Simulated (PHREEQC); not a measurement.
A PHREEQC input (ion-association model, wateq4f.dat):

```
SOLUTION 1
  temp 60
  units mg/kgw
  pH 6.16
  pe 11.8
  Na 9.67
  K 0.769
  Ca 4.64
  Mg 0.887
  Cl 4.87
  SO4 4 as SO4
  Alkalinity 31.7 as HCO3
  Si 0.67 as SiO2
  Cd 0.0102
  O(0) 0.00425
  Br 0.467
END
USE solution 1
EQUILIBRIUM_PHASES 1
  Chalcedony 0 0
  CO2(g) -2 10
END
```

The run finishes with these warnings:
```
WARNING: Could not find element in database, SO4.
	Concentration is set to zero.
```

Its last state differs from that of the intended input:

```csv
quantity,as run,intended
ionic strength (mol/kgw),0.000854,0.000931
SI of Otavite (CdCO3),-1.69,-1.70
```

The fault: SO4 typed in place of S(6). The line should read `S(6) 4` where the input has `SO4 4`.
